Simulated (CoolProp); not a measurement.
A single-stage vapour-compression cycle with R134a: evaporating at 227.15 K (dew point), condensing at 264.15 K (bubble point), superheat 5 K, subcooling 5 K, compressor efficiency 0.7, no pressure losses. Each further row changes one setting.

The numbers come from the reference Helmholtz-energy equation of state, Tillner-Roth 1994 in CoolProp.

```
case                              cooling COP  pressure ratio  discharge temperature (K)  refrigerating effect (kJ/kg)  volumetric capacity (kJ/m³)
--------------------------------  -----------  --------------  -------------------------  ----------------------------  ---------------------------
as stated                                3.85            5.64                      299.6                           192                          384
evaporating temperature 232.15 K         4.64            4.30                      294.4                           [?]                          504
condensing temperature 259.15 K           [?]            4.62                      291.6                           199                          397
subcooling 10 K                          3.98            5.64                      299.6                           199                          397
superheat 15 K                            [?]            5.64                        [?]                           200                          381
compressor efficiency 0.6                3.30            5.64                        [?]                           192                          384
```

Task: Some entries are withheld; supply them.

Result: 
- evaporating temperature 232.15 K, refrigerating effect (kJ/kg): 196
- condensing temperature 259.15 K, cooling COP: 4.55
- superheat 15 K, cooling COP: 3.83
- superheat 15 K, discharge temperature (K): 310.6
- compressor efficiency 0.6, discharge temperature (K): 309.1
